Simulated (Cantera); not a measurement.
A closed system holds: 1 mol Si2H6, a varied amount of NO, 170 mol N2, equilibrated at 402 °C and 13300 Pa.

Cantera equilibrium calculation (NASA polynomials, part measured and part estimated; ideal gas, pure solids and liquids). Candidate condensed phases: H2O, Si, SiO2, Si2N2O, Si3N4; 35 gas species. The feed counts by its element totals alone. The numbers say what is thermodynamically allowed, not how fast it happens.

**Question.** At 11 mol NO, list the 3 most abundant gas species with their mole fractions, and the condensed phases.

**Answer.** N2 0.972, H2O 0.0166, O2 0.0111. Condensed: SiO2(α-quartz).
